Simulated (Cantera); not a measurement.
# Catalytic combustion on Pt

An isothermal plug-flow reactor at 650 K and 5.00 bar (inlet), inlet velocity 0.31 m/s, active area per volume 240 1/m; feed 0.283 % H2, 2.46 % O2, 97.3 % N2.

Model: Deutschmann's 1995 Pt surface mechanism with GRI-Mech 3.0 gas chemistry, integrated in Cantera. Catalytic surfaces can have several steady states; this one follows from the mechanism file's or the stated starting coverage. Mass transfer to the wall is taken as infinitely fast.

| z (m) | x H2 | x O2 | x H2O | θ free Pt | θ O* | θ OH* |
|---|---|---|---|---|---|---|
| 9.4e-05 | 0.00196 | 0.0242 | 0.000875 | 0.139 | 0.852 | 0.00893 |
| 0.00016 | 0.00161 | 0.0240 | 0.00123 | 0.115 | 0.876 | 0.00869 |
| 0.00026 | 0.00126 | 0.0239 | 0.00157 | 0.0908 | 0.901 | 0.00823 |
| 0.00044 | 0.000905 | 0.0237 | 0.00193 | 0.0658 | 0.927 | 0.00745 |
| 0.00073 | 0.000622 | 0.0235 | 0.00221 | 0.0455 | 0.948 | 0.00649 |
| 0.0012 | 0.000411 | 0.0234 | 0.00242 | 0.0303 | 0.964 | 0.00548 |
| 0.002 | 0.000260 | 0.0234 | 0.00258 | 0.0194 | 0.976 | 0.00449 |
| 0.0034 | 0.000157 | 0.0233 | 0.00268 | 0.0120 | 0.984 | 0.00359 |
| 0.0056 | 9.51e-5 | 0.0233 | 0.00274 | 0.00779 | 0.989 | 0.00292 |
| 0.0094 | 5.39e-5 | 0.0233 | 0.00278 | 0.00519 | 0.992 | 0.00239 |
x: gas mole fraction; θ: surface coverage.
